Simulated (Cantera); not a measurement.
A perfectly stirred reactor is fed with C3H8 : O2 : N2 = 1 : 10.2 : 65.3 (molar parts), at 2.90 bar; it is adiabatic with a 575 K inlet, and is followed from long to short residence time, starting on the burning branch (τ in s: 0.03, 0.017, 0.0096, 0.0054, 0.003, 0.0017, 0.00097, 0.00055, 0.00031, 0.00017, 9.9e-05, 5.6e-05, 3.1e-05).

Model: GRI-Mech 3.0 (53 species, 325 reactions), integrated in Cantera. GRI-Mech 3.0 was tuned for natural gas; its chemistry of propane as a main component is partial and can be far from experiment.

Problem. What does this change do: pressure from 2.90 bar to 6.30 bar?

Solution. 
| quantity | before | after |
|---|---|---|
| blow-out, bracketed by the residence times tried | burning at 9.60 ms, out at 5.40 ms | burning at 9.60 ms, out at 5.40 ms |
| x(C3H8) at τ = 30.0 ms | 1.34e-5 | 2.56e-5 |
| x(O2) at τ = 30.0 ms | 0.0680 | 0.0687 |
| x(O) at τ = 30.0 ms | 2.35e-5 | 5.37e-6 |
| x(CH2O) at τ = 30.0 ms | 6.59e-6 | 1.54e-5 |
| x(CO) at τ = 30.0 ms | 0.00144 | 0.00249 |
| x(C3H8) at τ = 0.970 ms | 0.0131 | 0.0131 |
| x(O2) at τ = 0.970 ms | 0.133 | 0.133 |
| x(O) at τ = 0.970 ms | <1e-12 | <1e-12 |
| x(CH2O) at τ = 0.970 ms | <1e-12 | <1e-12 |
| x(CO) at τ = 0.970 ms | <1e-12 | <1e-12 |

Problem. What does this change do: inlet temperature 575 to 600 K?

Solution. 
```tsv
quantity	before	after
blow-out, bracketed by the residence times tried	burning at 9.60 ms, out at 5.40 ms	burning at 5.40 ms, out at 3.00 ms
x(C3H8) at τ = 30.0 ms	1.34e-5	1.06e-5
x(O2) at τ = 30.0 ms	0.0680	0.0678
x(O) at τ = 30.0 ms	2.35e-5	2.75e-5
x(CH2O) at τ = 30.0 ms	6.59e-6	5.12e-6
x(CO) at τ = 30.0 ms	0.00144	0.00116
x(C3H8) at τ = 0.970 ms	0.0131	0.0131
x(O2) at τ = 0.970 ms	0.133	0.133
x(O) at τ = 0.970 ms	<1e-12	<1e-12
x(CH2O) at τ = 0.970 ms	<1e-12	<1e-12
x(CO) at τ = 0.970 ms	<1e-12	<1e-12
```
